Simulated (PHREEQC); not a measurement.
Dissolve 17 mmol/kgw CuCl2, 0.13 mmol/kgw HBF4 and 60 mmol/kgw NaCl at 38 °C and 100 atm. Closed to the air; pH follows from the charge balance.

Equilibrium calculation in PHREEQC: ion-association model, phreeqc.dat.

This is a speciation only: nothing precipitates in the calculation.

Estimate the pH.

pH 3.51.

In which forms is Cu present?

Cu+2 85 %, CuCl+ 15 % of the Cu.

Under pressure, the constants of complexes without a molar volume in the database are unreliable. Away from 25 °C the constants follow the database's enthalpies or fits; those with neither stay at their 25 °C values. Real BF4- forms and hydrolyses slowly; the run takes it at equilibrium.
